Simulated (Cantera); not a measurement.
Input (Python, Cantera) and output of one run.

```python
import numpy as np
import cantera as ct

gas_names = """
    B BH BH2 BH3 BN BO BO2 B2 B2O B2O2 B2O3 B3O3H3 H HBO HBO2 HNO HNO2 HNO3 HO2 H2 H2O H2O2 H3B3O6 N NH
    NH2 NH3 NH2OH NO NO2 NO3 N2 N2H2 N2H4 N2O O OH O2 O3
""".split()
cond_names = """
    B(b) B(L) BN(s) B2O3(L) B3O3H3(cr) H2O(s) H2O(L)
""".split()


# ... load() reads the species with a 1 bar reference pressure and builds the phases ...
atoms = {
    'B': {'B': 1},
    'H2O': {'H': 2, 'O': 1},
    'N2': {'N': 2},
}
top_T = {'BN(s)': 3200}  # K; cautious upper limits of use, not melting points


# ... equilibrate(T, P, feed) seeds the gas with the atoms and calls Mixture.equilibrate('TP', solver="vcs", rtol=1e-11, max_steps=5000) ...
results = []
feed = {'B': 1, 'H2O': 0.019, 'N2': 0.14}  # mol
T = 873.15  # K
P = 101325  # Pa
mix = equilibrate(T, P, feed)
results.append((T, P, feed, dict(zip(mix.species_names, mix.species_moles))))
x = sorted(zip(gas.X, gas.species_names), reverse=True)
print(f"T = {T:g} K  P = {P:g} Pa  gas = {mix.phase_moles(0):.4g} mol")
print("   x: " + "  ".join(f"{s} {v:.3e}" for v, s in x if v > 0.0001))
print("   condensed (mol): " + ("  ".join(f"{mix.phase(i).name} {mix.phase_moles(i):.4g}"
      for i in range(1, mix.n_phases) if mix.phase_moles(i) > 1e-12) or "none"))
```

It prints:

```
T = 873.15 K  P = 101325 Pa  gas = 0.01895 mol
   x: H2 9.950e-01  B3O3H3 5.032e-03
   condensed (mol): B(b) 0.7072  BN(s) 0.28  B2O3(L) 0.006238
```

These are equilibrium values from Cantera (NASA tables, ideal gas, pure condensed phases), not measurements of a reactor. N2 is the only nitrogen source here; it is nearly inert below about 1500 K, so the nitride shown seldom forms there in practice.
